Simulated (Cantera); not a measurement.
Charge: 1 mol Ti(NMe2)4, 4.7 mol H2, equilibrated at 0.250 bar.

Method: chemical equilibrium by Gibbs-energy minimisation in Cantera with the NASA 1993 tables (ideal gas, pure condensed phases). Candidate condensed phases: C, C6H6, C7H8, C8H18, Ti, TiC, TiN; 93 gas species. The feed counts by its element totals alone. TiC: taken at fixed stoichiometry. The numbers say what is thermodynamically allowed, not how fast it happens.

**Question.** At 1998 K, list the 5 most abundant gas species with their mole fractions, and the condensed phases.

**Answer.** H2 0.887, N2 0.104, HCN 0.00445, H 0.00302, C2H2 (acetylene) 0.000672. Condensed: C(graphite) + TiC(s).
